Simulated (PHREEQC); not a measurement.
Consider water at 80 °C with 0.022 mol HF, 0.011 mol NH4F and 0.00067 mol H4SiO4 per kg of water. Closed to the air; pH follows from the charge balance.

All values are PHREEQC results (ion-association model, phreeqc.dat), not measurements.

```json
[
 {"quantity": "pH", "before": "3.31", "after": "3.15"},
 {"quantity": "ionic strength (mol/kgw)", "before": "0.0122", "after": "0.0125"},
 {"quantity": "HF (mol/kgw)", "before": "0.0181", "after": "0.0178"},
 {"quantity": "HF2- (mol/kgw)", "before": "0.000733", "after": "0.000757"},
 {"quantity": "H4SiO4 (mol/kgw)", "before": "1.01e-6", "after": "4.91e-8"},
 {"quantity": "NH3 (mol/kgw)", "before": "2.90e-7", "after": "7.00e-8"},
 {"quantity": "SI of Quartz (SiO2)", "before": "-2.70", "after": "-3.79"}
]
```

Q: Which change was made?
A. H4SiO4 from 0.00067 to 0.000335 mol/kgw
B. temperature from 80 to 70 °C
C. temperature from 80 to 60 °C
D. temperature from 80 to 35 °C
E. H4SiO4 from 0.00067 to 6.7e-05 mol/kgw

A: C, temperature from 80 to 60 °C

Precipitation was switched off in this run. At this temperature some constants are extrapolated from 25 °C, and those without enthalpy data are left unchanged. SiF6-2 is the database's only silicon fluoride.
